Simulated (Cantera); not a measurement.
An adiabatic, constant-volume homogeneous reactor starts with CH4 : C2H6 : O2 : N2 = 1 : 0.21 : 1.24 : 7.83 (molar parts), at 1275 K and 0.987 atm. Integrator tolerance rtol = 1e-08.

Detailed kinetics in Cantera: GRI-Mech 3.0 (53 species, 325 reactions).

What does this change do: initial temperature 1275 to 1125 K?


```json
[
 {"quantity": "time of steepest temperature rise", "before": "2.02 ms", "after": "11.7 ms"},
 {"quantity": "temperature at 0.100 s", "before": "2254 K", "after": "2121 K"},
 {"quantity": "equilibrium temperature", "before": "2254 K", "after": "2122 K"},
 {"quantity": "x(CH4) at 0.100 s", "before": "1.64e-10 (gas-phase equilibrium 1.85e-10)", "after": "4.28e-10 (gas-phase equilibrium 4.47e-10)"},
 {"quantity": "x(C2H6) at 0.100 s", "before": "<1e-12 (gas-phase equilibrium <1e-12)", "after": "<1e-12 (gas-phase equilibrium <1e-12)"},
 {"quantity": "x(O2) at 0.100 s", "before": "3.77e-7 (gas-phase equilibrium 3.77e-7)", "after": "6.38e-8 (gas-phase equilibrium 6.39e-8)"},
 {"quantity": "x(C2H) at 0.100 s", "before": "<1e-12 (gas-phase equilibrium <1e-12)", "after": "<1e-12 (gas-phase equilibrium <1e-12)"},
 {"quantity": "x(NO2) at 0.100 s", "before": "4.73e-11 (gas-phase equilibrium 3.97e-11)", "after": "2.50e-11 (gas-phase equilibrium 6.16e-12)"},
 {"quantity": "x(H2O2) at 0.100 s", "before": "2.69e-10 (gas-phase equilibrium 2.70e-10)", "after": "7.84e-11 (gas-phase equilibrium 7.86e-11)"}
]
```

What does this change do: initial temperature 1275 to 1623 K?


```
quantity                                                              before                                      after
---------------------------------  -----------------------------------------  -----------------------------------------
time of steepest temperature rise                                    2.02 ms                                   0.123 ms
temperature at 0.100 s                                                2254 K                                     2541 K
equilibrium temperature                                               2254 K                                     2541 K
x(CH4) at 0.100 s                  1.64e-10 (gas-phase equilibrium 1.85e-10)  3.31e-11 (gas-phase equilibrium 3.70e-11)
x(C2H6) at 0.100 s                     <1e-12 (gas-phase equilibrium <1e-12)      <1e-12 (gas-phase equilibrium <1e-12)
x(O2) at 0.100 s                     3.77e-7 (gas-phase equilibrium 3.77e-7)    9.29e-6 (gas-phase equilibrium 9.29e-6)
x(C2H) at 0.100 s                      <1e-12 (gas-phase equilibrium <1e-12)      <1e-12 (gas-phase equilibrium <1e-12)
x(NO2) at 0.100 s                  4.73e-11 (gas-phase equilibrium 3.97e-11)    1.15e-9 (gas-phase equilibrium 1.15e-9)
x(H2O2) at 0.100 s                 2.69e-10 (gas-phase equilibrium 2.70e-10)    2.46e-9 (gas-phase equilibrium 2.46e-9)
```
